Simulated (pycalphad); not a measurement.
All values are pycalphad results on the COST 507 light-alloy database (1999) (1 atm), not direct measurements. The data set is of 1999 and partly superseded. Amounts are mole fractions of atoms. Kinetics are ignored, which matters at the lower temperatures.

Question: Give the equilibrium state of Ti-85.5C (at.%) at 1002 °C.

Answer: GRAPHITE, fraction 0.715, with 100 C at.%; FCC_A1, fraction 0.285, with 49.2 C at.%.

Question: Give the equilibrium state of Ti-85.5C (at.%) at 2877 °C.

Answer: GRAPHITE, fraction 0.567, with 100 C at.%; LIQUID, fraction 0.433, with 66.5 C at.%.

FCC_A1 is fcc. The fcc model also describes the rock-salt carbide or nitride (TiC, TiN, HfC).
